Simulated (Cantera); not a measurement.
A Cantera script and its output.

```python
import numpy as np
import cantera as ct

gas = ct.Solution("h2o2.yaml")
gas.TPX = 575, 100000, {'H2': 1, 'O2': 0.25, 'N2': 0.94}
flame = ct.FreeFlame(gas, width=0.04)
flame.set_refine_criteria(ratio=3, slope=0.08, curve=0.16)
flame.transport_model = "mixture-averaged"
flame.solve(loglevel=0, auto=True)
z, T = flame.grid, flame.T
thick = (T[-1] - T[0]) / np.gradient(T, z).max()
show = ['H2', 'O2', 'H', 'O', 'OH', 'H2O']
print(f"laminar burning velocity  {flame.velocity[0] * 100:.3f} cm/s")
print(f"burnt temperature         {T[-1]:.1f} K")
print(f"thermal thickness         {thick * 1e3:.4f} mm")
print(f"grid points               {len(z)}")
z0 = z[flame.heat_release_rate.argmax()]
print(f"{'z/mm':>9s}{'T/K':>9s}{'u/(m/s)':>9s}" + "".join(f"{s:>11s}" for s in show))
rows = []
for k in (-3, -2, -1.5, -1, -0.5, -0.25, 0, 0.25, 0.5, 1, 2, 4, 8):
    zz = z0 + k * thick
    rows.append([k * thick, np.interp(zz, z, T), np.interp(zz, z, flame.velocity),
                 *(np.interp(zz, z, flame.X[gas.species_index(s)]) for s in show)])
    print(f"{rows[-1][0] * 1e3:9.3f}{rows[-1][1]:9.1f}{rows[-1][2]:9.3f}" + "".join(f"{x:11.3e}" for x in rows[-1][3:]))
```

It prints:

```
laminar burning velocity  840.167 cm/s
burnt temperature         2272.7 K
thermal thickness         0.4471 mm
grid points               133
     z/mm      T/K  u/(m/s)         H2         O2          H          O         OH        H2O
   -1.341    575.0    8.402  4.566e-01  1.142e-01  2.356e-17  1.905e-17  5.723e-19  1.126e-14
   -0.894    575.0    8.402  4.566e-01  1.142e-01  3.643e-13  5.123e-14  1.601e-15  5.862e-12
   -0.671    575.0    8.402  4.566e-01  1.142e-01  6.102e-11  3.698e-12  1.233e-13  2.672e-10
   -0.447    575.0    8.402  4.566e-01  1.142e-01  7.266e-08  2.104e-09  1.951e-10  1.145e-07
   -0.224    599.4    8.717  4.529e-01  1.140e-01  3.383e-04  1.393e-05  8.471e-05  1.121e-03
   -0.112    823.2   11.711  4.200e-01  1.076e-01  9.523e-03  3.307e-04  6.362e-04  2.082e-02
    0.000   1229.8   17.010  3.159e-01  6.876e-02  5.291e-02  3.333e-03  2.307e-03  1.046e-01
    0.112   1503.3   20.605  2.250e-01  1.714e-02  8.935e-02  3.582e-03  4.252e-03  2.036e-01
    0.224   1620.3   22.081  2.059e-01  3.313e-03  9.192e-02  2.110e-03  4.668e-03  2.320e-01
    0.447   1733.6   23.447  2.102e-01  8.515e-04  8.005e-02  1.550e-03  5.101e-03  2.386e-01
    0.894   1852.9   24.841  2.198e-01  5.600e-04  6.390e-02  1.155e-03  5.206e-03  2.417e-01
    1.789   1969.5   26.166  2.292e-01  3.449e-04  4.774e-02  7.380e-04  4.802e-03  2.452e-01
    3.577   2071.7   27.298  2.375e-01  1.813e-04  3.335e-02  3.993e-04  3.955e-03  2.487e-01
```

Detailed kinetics in Cantera: the H2/O2 subset of GRI-Mech 3.0, which has no nitrogen chemistry. Burning velocities carry a grid error of a few per cent, more on coarse grids.
